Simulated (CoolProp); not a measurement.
Properties of ethane along the isotherm 45.15 °C (Tc = 32.2 °C, pc = 4.872 MPa, ω = 0.099).

The numbers come from the reference Helmholtz-energy equation of state, Bücker 2006 in CoolProp.

```csv
p (MPa),phase,density (kg/m³),fugacity coefficient
0.162,gas,1.859,0.9901
0.325,gas,3.768,0.9803
0.487,gas,5.706,0.9705
0.65,gas,7.698,0.9607
0.812,gas,9.723,0.9510
0.974,gas,11.79,0.9413
1.14,gas,13.97,0.9314
1.3,gas,16.12,0.9219
1.46,gas,18.32,0.9124
1.62,gas,20.59,0.9029
1.79,gas,23.06,0.8929
1.95,gas,25.45,0.8835
2.11,gas,27.92,0.8741
2.27,gas,30.47,0.8648
2.44,gas,33.26,0.8548
```
